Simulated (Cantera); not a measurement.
Input: 1 mol Si3N4, 0.016 mol H2O, 740 mol H2, held at 4.60 bar.

Method: chemical equilibrium by Gibbs-energy minimisation in Cantera with the NASA 1993 tables (ideal gas, pure condensed phases). Candidate condensed phases: H2O, Si, SiO2, Si2N2O, Si3N4; 35 gas species. Mutual solubility and eutectic melting of coexisting phases are not modelled. Gases not in the tables: Si2H6 and higher silanes. Equilibrium is a limit: real reactors are often held back by kinetics, nucleation or transport.

### Question
What share of the Si ends up in condensed phases as a function of T (K), at 1575, 1625, 1675, 1725, 1775, 1825, 1875, 1925, 1975, 2025, 2075?

### Answer
```tsv
T (K)	Si condensed (%)	as
1575	99.8	Si(s) + Si2N2O(s) + Si3N4(s)
1625	99.6	Si(s) + Si2N2O(s) + Si3N4(s)
1675	99.4	Si(s) + Si2N2O(s) + Si3N4(s)
1725	98.9	Si(l) + Si2N2O(s) + Si3N4(s)
1775	98.7	Si(l) + Si3N4(s)
1825	98.4	Si(l)
1875	98.0	Si(l)
1925	97.4	Si(l)
1975	96.6	Si(l)
2025	95.5	Si(l)
2075	94.1	Si(l)
```
